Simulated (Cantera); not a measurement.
Feed: 1 mol PbO, 3.1 mol CH4, 3.1 mol N2, held at 1200 K.

These are equilibrium values from Cantera (NASA tables, ideal gas, pure condensed phases), not measurements of a reactor. Candidate condensed phases: C, C6H6, C7H8, C8H18, H2O, Pb, PbO, PbO2, Pb3O4; 139 gas species. Equilibrium is a limit: real reactors are often held back by kinetics, nucleation or transport.

Question: Which condensed phases are stable at each of these points (P (Pa)): 10, 42, 180, 750, 3200, 13000, 56000, 240000, 1000000?

Answer: 
```
P (Pa)      condensed phases  Pb condensed (%)
-------  -------------------  ----------------
10               C(graphite)               0.0
42               C(graphite)               0.0
180              C(graphite)               0.0
750      C(graphite) + Pb(l)               3.4
3200     C(graphite) + Pb(l)              78.9
13000    C(graphite) + Pb(l)              94.9
56000    C(graphite) + Pb(l)              98.8
240000   C(graphite) + Pb(l)              99.7
1000000  C(graphite) + Pb(l)              99.9
```

From 10.0 Pa to 1.80 mbar the condensed part is C(graphite). From 7.50 mbar to 10.0 bar the condensed part is C(graphite) + Pb(l).
